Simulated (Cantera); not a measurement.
Cantera run, input and output.

```python
import numpy as np
import cantera as ct

gas = ct.Solution("gri30.yaml")
gas.TPX = 1400, 63000, {'C3H8': 1, 'O2': 10.2, 'N2': 38.4}
reactor = ct.IdealGasReactor(gas, energy="on", clone=False)
net = ct.ReactorNet([reactor])
net.rtol, net.atol = 1e-08, 1e-16
show = ['C3H8', 'O2', 'H2', 'CH4', 'HO2', 'CH2O']
times = np.geomspace(4e-06, 0.9, 11)

steps = ct.SolutionArray(gas, extra=["t"])
rows = []
print(f"{'t/s':>10s}{'T/K':>9s}{'P/Pa':>11s}" + "".join(f"{s:>11s}" for s in show))
for t in times:
    while net.time < t:
        t_next = net.step()
        steps.append(gas.state, t=t_next)
    rows.append([np.interp(t, steps.t, y) for y in (steps.T, steps.P, *steps(*show).X.T)])
    print(f"{t:10.3e}{rows[-1][0]:9.1f}{rows[-1][1]:11.4g}" + "".join(f"{x:11.3e}" for x in rows[-1][2:]))
rate = np.gradient(steps.T, steps.t)
print("integrator steps:", len(steps.t))
if steps.T.max() > steps.T[0] + 200:
    print(f"time of steepest temperature rise: {steps.t[rate.argmax()]:.4e} s")
gas.TPX = 1400, 63000, {'C3H8': 1, 'O2': 10.2, 'N2': 38.4}
gas.equilibrate("UV")
print(f"equilibrium (UV): T = {gas.T:.1f} K  " + "  ".join(f"{s} {gas[s].X[0]:.3e}" for s in show))
```

Result:

```
       t/s      T/K       P/Pa       C3H8         O2         H2        CH4        HO2       CH2O
 4.000e-06   1399.6  6.298e+04  2.012e-02  2.056e-01  4.803e-06  1.663e-07  8.509e-06  2.332e-07
 1.372e-05   1398.5  6.295e+04  1.997e-02  2.055e-01  3.273e-05  2.644e-06  3.965e-05  8.276e-06
 4.704e-05   1396.4  6.291e+04  1.912e-02  2.050e-01  2.200e-04  4.092e-05  5.451e-05  1.932e-04
 1.613e-04   1407.8   6.38e+04  1.412e-02  2.011e-01  1.746e-03  4.731e-04  1.098e-04  1.430e-03
 5.533e-04   2487.2  1.159e+05  5.979e-51  1.005e-01  2.179e-03  1.150e-18  6.508e-06  7.331e-12
 1.897e-03   2546.8  1.182e+05  2.019e-51  9.945e-02  1.543e-03  1.033e-18  8.045e-06  5.196e-12
 6.507e-03   2537.1  1.177e+05  1.628e-51  9.671e-02  1.502e-03  9.516e-19  7.696e-06  4.888e-12
 2.231e-02   2526.4  1.171e+05  1.279e-51  9.375e-02  1.458e-03  8.675e-19  7.326e-06  4.570e-12
 7.653e-02   2524.9   1.17e+05  1.236e-51  9.334e-02  1.452e-03  8.561e-19  7.275e-06  4.527e-12
 2.624e-01   2524.9   1.17e+05  1.236e-51  9.334e-02  1.452e-03  8.561e-19  7.275e-06  4.527e-12
 9.000e-01   2524.9   1.17e+05  1.236e-51  9.334e-02  1.452e-03  8.561e-19  7.275e-06  4.527e-12
integrator steps: 1748
time of steepest temperature rise: 2.5609e-04 s
equilibrium (UV): T = 2524.9 K  C3H8 2.582e-51  O2 9.334e-02  H2 1.452e-03  CH4 1.273e-18  HO2 7.275e-06  CH2O 4.527e-12
```

Computed with Cantera and GRI-Mech 3.0 (53 species, 325 reactions). GRI-Mech 3.0 was tuned for natural gas; its chemistry of propane as a main component is partial and can be far from experiment.
